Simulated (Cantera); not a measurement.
An adiabatic, constant-volume homogeneous reactor starts with CH4 : C2H6 : O2 : N2 = 1 : 0.23 : 4.38 : 16.5 (molar parts), at 1150 K and 6000 Torr. Integrator tolerance rtol = 1e-08.

Detailed kinetics in Cantera: GRI-Mech 3.0 (53 species, 325 reactions).

What does this change do: initial temperature 1150 to 1648 K?


```json
[
 {"quantity": "time of steepest temperature rise", "before": "1.98 ms", "after": "11.7 µs"},
 {"quantity": "temperature at 6.00 s", "before": "2649 K", "after": "2911 K"},
 {"quantity": "equilibrium temperature", "before": "2649 K", "after": "2911 K"},
 {"quantity": "x(CH4) at 6.00 s", "before": "<1e-12 (gas-phase equilibrium <1e-12)", "after": "<1e-12 (gas-phase equilibrium <1e-12)"},
 {"quantity": "x(C2H6) at 6.00 s", "before": "<1e-12 (gas-phase equilibrium <1e-12)", "after": "<1e-12 (gas-phase equilibrium <1e-12)"},
 {"quantity": "x(O2) at 6.00 s", "before": "0.0626 (gas-phase equilibrium 0.0626)", "after": "0.0606 (gas-phase equilibrium 0.0606)"},
 {"quantity": "x(CO) at 6.00 s", "before": "0.00440 (gas-phase equilibrium 0.00440)", "after": "0.0131 (gas-phase equilibrium 0.0131)"},
 {"quantity": "x(HCO) at 6.00 s", "before": "3.65e-9 (gas-phase equilibrium 3.65e-9)", "after": "3.07e-8 (gas-phase equilibrium 3.07e-8)"},
 {"quantity": "x(OH) at 6.00 s", "before": "0.00856 (gas-phase equilibrium 0.00856)", "after": "0.0169 (gas-phase equilibrium 0.0169)"},
 {"quantity": "x(C2H) at 6.00 s", "before": "<1e-12 (gas-phase equilibrium <1e-12)", "after": "<1e-12 (gas-phase equilibrium <1e-12)"}
]
```
